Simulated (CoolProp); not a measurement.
Vapour-liquid equilibrium of ethanol (1) + n-hexane (2) at 1410 kPa; x and y are mole fractions of (1).

Values from CoolProp's multi-fluid Helmholtz-energy mixture model, Schroeder 2014 and Thol 2019; pair parameters Bell 2016.

```
x     bubble temperature, mixture model (K)  bubble temperature, Raoult's law (K)  y, mixture model  y, Raoult's law
----  -------------------------------------  ------------------------------------  ----------------  ---------------
0.05                                  449.0                                 456.3             0.139            0.075
0.15                                  438.7                                 453.4             0.311            0.212
0.25                                  433.9                                 450.9             0.405            0.334
0.35                                  431.5                                 448.6             0.465            0.445
0.45                                  430.3                                 446.5             0.513            0.547
0.55                                  429.9                                 444.7             0.559            0.641
0.65                                  430.1                                 443.0             0.614            0.729
0.75                                  431.1                                 441.4             0.686            0.812
0.85                                  433.1                                 440.0             0.785            0.890
0.95                                  436.1                                 438.6             0.919            0.964
```

The largest gap from Raoult's law is -17.1 K in bubble temperature, at x = 0.35. y crosses x between x = 0.55 and 0.65: the model has an azeotrope there.

The pair parameters rest on a limited set of measurements; away from them the model extrapolates.
